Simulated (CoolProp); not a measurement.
Vapour-liquid equilibrium of CHF3 (R23) (1) + R22 (2) at 0.121 MPa; x and y are mole fractions of (1).

Computed with CoolProp (multi-fluid Helmholtz-energy mixture model, Penoncello 2003 and Kamei 1995; pair parameters Bell 2016).

Task: Give the bubble temperature and the first vapour's composition at x = 0.05, 0.35, 0.95. Is there an azeotrope?

Result: x = 0.05: 229.4 K, y = 0.298; x = 0.35: 208.4 K, y = 0.835; x = 0.95: 195.0 K, y = 0.992. No azeotrope shows between x = 0.05 and 0.95.

The pair parameters rest on a limited set of measurements; away from them the model extrapolates.
